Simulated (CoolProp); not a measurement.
Computed with CoolProp (reference Helmholtz-energy equation of state, Gao 2022).

Task: Give the vapour pressure (MPa), liquid density (kg/m³), enthalpy of vaporisation (kJ/kg) of saturated n-perfluoropentane at 238.7 K.

Result: 
```json
[
 {"T (K)": "238.7", "p (MPa)": "0.00442", "liquid density (kg/m³)": "1790", "enthalpy of vaporisation (kJ/kg)": "107"}
]
```
